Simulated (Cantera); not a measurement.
An isothermal, constant-pressure homogeneous reactor starts with CH4 : H2 = 1 : 36 (molar parts), at 1750 K and 760 Torr.

Cantera simulation using GRI-Mech 3.0 (53 species, 325 reactions); the numbers are that mechanism's predictions, not measurements. GRI-Mech 3.0 stops at C3 and has no aromatics, soot or wall deposition, so with more carbon than oxygen in the feed, carbon stays in small species such as C2H2 where larger ones or solid carbon would form.

One state of this run: x CH4 = 0.00791; x H2 = 0.983; x C2H = 1.48e-8; x H = 0.000231; x C2H6 = 5.01e-7; x C2H2 = 0.00899; x CH2 = 9.52e-9. x: mole fraction; the columns are a selection and need not sum to one.

Which value of t (s) does it belong to?
(A) 0.00133
(B) 0.116
(C) 0.00591
(D) 2.29

D, 2.29
